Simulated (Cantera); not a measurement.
A freely propagating, adiabatic, planar premixed flame of 23.0 % CO, 2.99 % H2, 15.5 % O2, 58.2 % N2, 0.345 % H2O, unburnt at 650 K and 9.87 atm; mixture-averaged transport, grid criteria slope 0.08 and curve 0.16, no radiation.

Computed with Cantera and GRI-Mech 3.0 (53 species, 325 reactions). The hydrogen kinetics of GRI-Mech 3.0 are dated; newer H2 mechanisms differ, most at raised pressure. Burning velocities carry a grid error of a few per cent, more on coarse grids.

**Question.** Predict: laminar burning velocity; thermal thickness; peak x(H); peak x(O).

**Answer.** 
```json
{
 "laminar_burning_velocity": "98.2 cm/s",
 "thermal_thickness": "0.0653 mm",
 "peak x(H)": "0.00242",
 "peak x(O)": "0.00676"
}
```
